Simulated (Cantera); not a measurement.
Charge: 1 mol C₃H₈, 0.51 mol H₂O, 15 mol N₂, 0.014 mol O₂, at 2700 K and 1.33 mbar.

Cantera equilibrium calculation (NASA polynomials, part measured and part estimated; ideal gas, pure solids and liquids). Candidate condensed phases: C, C₆H₆, C₇H₈, C₈H₁₈, H₂O; 136 gas species. The numbers say what is thermodynamically allowed, not how fast it happens.

Base state: N₂ 0.615, H 0.289, H₂ 0.0344, CO 0.0226, HCN 0.0164, CN 0.0103, C₃ 0.00660, HNC 0.00237 (mole fractions); condensed: C(graphite).

What changes in the equilibrium state with this change: O₂ from 0.014 to 1.5 mol?


| species | before | after |
|---|---|---|
| N₂ | 0.615 | 0.564 |
| H | 0.289 | 0.273 |
| CO | 0.0226 | 0.112 |
| HCN | 0.0164 | <1e-9 |
| O | <1e-9 | 0.0139 |
| CN | 0.0103 | <1e-9 |
| H₂ | 0.0344 | 0.0309 |
| C₃ | 0.00660 | <1e-9 |
| OH | <1e-9 | 0.00245 |
| HNC | 0.00237 | <1e-9 |
| C(graphite), mol | 1.14 | 0 |

What changes in the equilibrium state with this change: C₃H₈ replaced by CH₄?


| species | before | after |
|---|---|---|
| N₂ | 0.615 | 0.733 |
| H | 0.289 | 0.204 |
| CO | 0.0226 | 0.0266 |
| H₂ | 0.0344 | 0.0172 |
| HCN | 0.0164 | 0.00779 |
| CN | 0.0103 | 0.00693 |
| C₅ | 4.40e-5 | 3.93e-6 |
| C₂H₂ (acetylene) | 0.000811 | 0.000154 |
| C₃ | 0.00660 | 0.00155 |
| C₂H | 0.000722 | 0.000194 |
| C(graphite), mol | 1.14 | 0 |
